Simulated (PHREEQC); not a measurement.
Synthetic water in mg/kgw, 25 °C, pH 5.97, pe 11.6: Na 6.91; K 0.352; Ca 7.25; Mg 0.826; Cl 5.98; S(6) as SO4 6.73; Alkalinity as HCO3 27.6; Br 1.49; Si as SiO2 1.13; O(0) (dissolved oxygen) 0.0964; Cd 0.14; Ni 0.421; Sr 0.0298.

Cl is adjusted to close the charge balance.
Valence states are taken as typed.

The numbers come from PHREEQC with the ion-association model, wateq4f.dat.

Each row changes one thing in this solution. No solid was allowed to form.

```csv
case,CO2 (mol/kgw),HCO3- (mol/kgw),SO4-2 (mol/kgw),Ni+2 (mol/kgw),Cd+2 (mol/kgw),CO3-2 (mol/kgw),SI of Quartz (SiO2),SI of Otavite (CdCO3)
as made,0.00105,0.000450,6.77e-5,6.05e-6,1.20e-6,2.20e-8,-0.75,-1.61
K from 0.352 to 1.06 mg/kgw,0.00105,0.000450,6.77e-5,6.05e-6,1.19e-6,2.20e-8,-0.75,-1.61
Si from 1.13 to 2.26 mg/kgw,0.00105,0.000450,6.77e-5,6.05e-6,1.20e-6,2.20e-8,-0.44,-1.61
pH from 5.97 to 5.67 at the same alkalinity,0.00210,0.000452,6.77e-5,[?],1.20e-6,[?],-0.75,-1.90
all concentrations times 2 at the same typed pH,[?],0.000896,0.000132,1.07e-5,2.31e-6,4.54e-8,-0.44,[?]
```

**Question.** Fill in the missing entries.

**Answer.** 
- pH from 5.97 to 5.67 at the same alkalinity, Ni+2 (mol/kgw): 6.37e-6
- pH from 5.97 to 5.67 at the same alkalinity, CO3-2 (mol/kgw): 1.10e-8
- all concentrations times 2 at the same typed pH, CO2 (mol/kgw): 0.00205
- all concentrations times 2 at the same typed pH, SI of Otavite (CdCO3): -1.05

Species that the database lacks are ignored. The database's nickel carbonate constants are estimates that later reviews lower a good deal.
